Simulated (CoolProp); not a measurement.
A single-stage vapour-compression cycle with dimethyl carbonate: evaporating at 318.15 K (dew point), condensing at 354.15 K (bubble point), superheat 5 K, subcooling 5 K, compressor efficiency 0.75, no pressure losses. Each further row changes one setting.

Model: reference Helmholtz-energy equation of state, Zhou 2011, in CoolProp.

```json
[
 {"case": "as stated", "cooling COP": "6.17", "pressure ratio": "4.00", "discharge temperature (K)": "368.3", "refrigerating effect (kJ/kg)": "354", "volumetric capacity (kJ/m³)": "224"},
 {"case": "evaporating temperature 323.15 K", "cooling COP": "7.38", "pressure ratio": "3.23", "discharge temperature (K)": "366.5", "refrigerating effect (kJ/kg)": "360", "volumetric capacity (kJ/m³)": "279"},
 {"case": "condensing temperature 349.15 K", "cooling COP": "7.27", "pressure ratio": "3.37", "discharge temperature (K)": "362.7", "refrigerating effect (kJ/kg)": "363", "volumetric capacity (kJ/m³)": "230"},
 {"case": "subcooling 10 K", "cooling COP": "6.34", "pressure ratio": "4.00", "discharge temperature (K)": "368.3", "refrigerating effect (kJ/kg)": "363", "volumetric capacity (kJ/m³)": "230"},
 {"case": "superheat 15 K", "cooling COP": "6.20", "pressure ratio": "4.00", "discharge temperature (K)": "378.7", "refrigerating effect (kJ/kg)": "366", "volumetric capacity (kJ/m³)": "225"},
 {"case": "compressor efficiency 0.65", "cooling COP": "5.35", "pressure ratio": "4.00", "discharge temperature (K)": "374.7", "refrigerating effect (kJ/kg)": "354", "volumetric capacity (kJ/m³)": "224"}
]
```
